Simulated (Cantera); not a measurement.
Input: 1 mol TiO2, 0.75 mol C, 1.7 mol H2, held at 1698 K and 0.0200 bar.

These are equilibrium values from Cantera (NASA tables, ideal gas, pure condensed phases), not measurements of a reactor. Candidate condensed phases: C, C6H6, C7H8, C8H18, H2O, Ti, TiC, TiO, TiO2, Ti2O3, Ti3O5, Ti4O7; 113 gas species. Mutual solubility and eutectic melting of coexisting phases are not modelled. TiC: taken at fixed stoichiometry. The numbers say what is thermodynamically allowed, not how fast it happens.

Q: What is the equilibrium state?

A: 
```
Item                                        Value
--------------------------------------  ---------
x(H2)                                       0.723
x(CO)                                       0.276
x(H)                                     0.000869
x(H2O)                                    8.26e-5
x(CO2)                                    9.27e-6
n(TiC(s))                               0.100 mol
n(Ti2O3(s))                             0.450 mol
gas amount                              2.351 mol
log10 activity of Ti3O5(s) (absent)         -0.47
log10 activity of Ti4O7(s) (absent)         -1.38
log10 activity of C(graphite) (absent)      -1.63
```
